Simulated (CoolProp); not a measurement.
A single-stage vapour-compression cycle with ethane: evaporating at 221.15 K (dew point), condensing at 275.15 K (bubble point), superheat 10 K, subcooling 8 K, compressor efficiency 0.75, no pressure losses. Each further row changes one setting.

Model: reference Helmholtz-energy equation of state, Bücker 2006, in CoolProp.

| case | cooling COP | pressure ratio | discharge temperature (K) | refrigerating effect (kJ/kg) | volumetric capacity (kJ/m³) |
|---|---|---|---|---|---|
| as stated | 2.31 | 4.88 | 329.1 | 316 | 2790 |
| evaporating temperature 226.15 K | 2.66 | 4.08 | 323.8 | 321 | 3360 |
| condensing temperature 270.15 K | 2.64 | 4.32 | 321.1 | 332 | 2930 |
| subcooling 13 K | 2.42 | 4.88 | 329.1 | 332 | 2940 |
| superheat 20 K | 2.30 | 4.88 | 340.3 | 333 | 2780 |
| compressor efficiency 0.65 | 2.00 | 4.88 | 338.6 | 316 | 2790 |
